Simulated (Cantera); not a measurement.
Input: 1 mol MgCl2, 0.33 mol O2, 1.1 mol N2, at 0.133 bar.

Equilibrium computed with Cantera from the NASA thermochemical tables; the gas is ideal and each condensed phase is pure. Candidate condensed phases: Mg, MgCl2, MgO; 18 gas species. Mutual solubility and eutectic melting of coexisting phases are not modelled. Kinetics and transport are ignored.

### Question
Which condensed phases are stable at each of these points (T (K)): 1098, 1123, 1148, 1173, 1198, 1223, 1248, 1273, 1298, 1323, 1348, 1373, 1398, 1423?

### Answer
| T (K) | condensed phases | Mg condensed (%) |
|---|---|---|
| 1098 | MgCl2(l) + MgO(s) | 98.0 |
| 1123 | MgCl2(l) + MgO(s) | 96.9 |
| 1148 | MgCl2(l) + MgO(s) | 95.1 |
| 1173 | MgCl2(l) + MgO(s) | 92.4 |
| 1198 | MgCl2(l) + MgO(s) | 88.4 |
| 1223 | MgCl2(l) + MgO(s) | 82.5 |
| 1248 | MgCl2(l) + MgO(s) | 73.5 |
| 1273 | MgO(s) | 64.9 |
| 1298 | MgO(s) | 63.9 |
| 1323 | MgO(s) | 62.3 |
| 1348 | MgO(s) | 60.1 |
| 1373 | MgO(s) | 57.2 |
| 1398 | MgO(s) | 53.8 |
| 1423 | MgO(s) | 50.0 |

From 1098 K to 1248 K the condensed part is MgCl2(l) + MgO(s). From 1273 K to 1423 K the condensed part is MgO(s).
